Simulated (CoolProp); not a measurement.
1000 sccm (0 °C, 1 atm) of nitrogen bubbles through liquid ethylbenzene at 349.6 K and leaves saturated at a total pressure of 0.0466 MPa (ideal gas phase). Each further row changes one setting.

Model: reference Helmholtz-energy equation of state, Zhou 2012, in CoolProp.

```
case                       vapour pressure (kPa)  mole fraction of vapour  delivery (mg/min)  delivery (sccm)  change of delivery for a bath 1 K warmer (%)
-------------------------  ---------------------  -----------------------  -----------------  ---------------  --------------------------------------------
as stated                                   14.6                        …                  …              457                                             …
bath temperature 354.6 K                    17.7                        …                  …                …                                           6.3
total pressure 0.0932 MPa                   14.6                    0.157                882              186                                           4.7
```

Question: Some entries are withheld; supply them.

Answer: 
- as stated, mole fraction of vapour: 0.314
- as stated, delivery (mg/min): 2170
- as stated, change of delivery for a bath 1 K warmer (%): 5.9
- bath temperature 354.6 K, mole fraction of vapour: 0.380
- bath temperature 354.6 K, delivery (mg/min): 2910
- bath temperature 354.6 K, delivery (sccm): 614
